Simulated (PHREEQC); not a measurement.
A solution holds 190 mmol/kgw HF and 1.3 mmol/kgw KF, at 20 °C. Closed to the air; pH follows from the charge balance.

The numbers come from PHREEQC with the ion-association model, phreeqc.dat.

Each row changes one thing in this solution. No solid was allowed to form.

| case | pH | ionic strength (mol/kgw) | HF (mol/kgw) | F- (mol/kgw) | HF2- (mol/kgw) |
|---|---|---|---|---|---|
| as made | 1.86 | 0.0166 | 0.168 | 0.0102 | 0.00634 |
| 0.096 mol/kgw NH4Cl added | 1.85 | 0.115 | 0.166 | 0.0116 | 0.00704 |
| diluted 10-fold with water | 2.47 | 0.00371 | 0.0152 | 0.00352 | 0.000197 |
| HF replaced by NH4HF2 at the same molality | 2.98 | 0.193 | 0.128 | 0.131 | 0.0612 |
| HF left out | 7.29 | 0.00130 | 8.70e-8 | 0.00130 | 4.16e-10 |
| KF replaced by NH4F at the same molality | 1.86 | 0.0166 | 0.168 | 0.0102 | 0.00634 |
| KF replaced by NH4HF2 at the same molality | 1.86 | 0.0167 | 0.170 | 0.0103 | 0.00640 |
| KF left out | 1.85 | 0.0159 | 0.168 | 0.00980 | 0.00606 |
| HF from 0.19 to 0.285 mol/kgw | 1.73 | 0.0223 | 0.253 | 0.0115 | 0.0108 |

Complexes and solids missing from the database can't appear.
